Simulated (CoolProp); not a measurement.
Vapour pressure (MPa) of R13: the reference equation beside estimates from Tc = 303.0 K, pc = 3.973 MPa, ω = 0.175. Clausius-Clapeyron is anchored at 179 K with a constant enthalpy of vaporisation of 16.20 kJ/mol.

Model: reference Helmholtz-energy equation of state, Platzer 1990, in CoolProp. This equation is an older, rougher fit; its heat capacities, sound speeds and derivatives of the liquid may be far off and weren't checked against measurements.

```
T (K)  reference  Lee-Kesler  Clausius-Clapeyron  van der Waals  Redlich-Kwong  Soave-Redlich-Kwong  Peng-Robinson
-----  ---------  ----------  ------------------  -------------  -------------  -------------------  -------------
145.8   0.003493    0.003253            0.004069        0.08466       0.005175             0.003310       0.003604
151.3   0.005931    0.005546            0.006614         0.1093       0.008789             0.005637       0.006056
156.8   0.009645    0.009068             0.01039         0.1387        0.01424             0.009202       0.009768
162.4    0.01521     0.01440             0.01595         0.1740        0.02232              0.01458        0.01531
167.9    0.02301     0.02191             0.02363         0.2144        0.03344              0.02214        0.02304
173.4    0.03376     0.03236             0.03415         0.2610        0.04853              0.03263        0.03368
179      0.04853     0.04681             0.04853         0.3151        0.06887              0.04710        0.04827
184.5    0.06764     0.06563             0.06713         0.3752        0.09466              0.06590        0.06711
190      0.09225     0.08997             0.09114         0.4428         0.1272              0.09019        0.09136
195.5     0.1234      0.1209              0.1216         0.5181         0.1675               0.1210         0.1220
201.1     0.1628      0.1602              0.1605         0.6030         0.2176               0.1603         0.1609
206.6     0.2104      0.2078              0.2078         0.6950         0.2768               0.2077         0.2078
```

Absolute difference from the reference over all 12 rows, mean and median: Lee-Kesler 4.0 and 3.8 %, Clausius-Clapeyron 4.2 and 1.4 %, van der Waals 846.5 and 611.2 %, Redlich-Kwong 41.7 and 42.8 %, Soave-Redlich-Kwong 3.2 and 3.1 %, Peng-Robinson 1.1 and 1.0 %.
